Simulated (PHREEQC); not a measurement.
HCl is added in steps, without added water, to 1 kg of water holding 12 mmol/kgw Na2HAsO4 and 0.032 mmol/kgw CsBr, at 86 °C. Oxygen is held at 0.21 atm. CO2 is held at log p = -2 (atm). Solids allowed: Halite, Nahcolite, Natron. Others were left out.

Base run: PHREEQC, ion-association model, wateq4f.dat. Each further column changes one thing. The table gives HCO3- (mol/kgw).

```
HCl added (mol)      base  CsBr replaced by LiBr at the same molality  CsBr left out  temperature from 86 to 50 °C  no solid may form
---------------  --------  ------------------------------------------  -------------  ----------------------------  -----------------
0                 0.00195                                     0.00195        0.00195                       0.00286            0.00195
0.003438         0.000750                                    0.000750       0.000751                       0.00137           0.000750
0.007562         0.000223                                    0.000223       0.000223                      0.000463           0.000223
0.011             3.69e-5                                     3.69e-5        3.70e-5                       7.95e-5            3.69e-5
0.01444           9.80e-8                                     9.80e-8        9.80e-8                       1.60e-7            9.80e-8
0.01856           3.02e-8                                     3.02e-8        3.02e-8                       5.09e-8            3.02e-8
0.022             1.72e-8                                     1.72e-8        1.72e-8                       2.97e-8            1.72e-8
```

Away from 25 °C the constants follow the database's enthalpies or fits; those with neither stay at their 25 °C values.
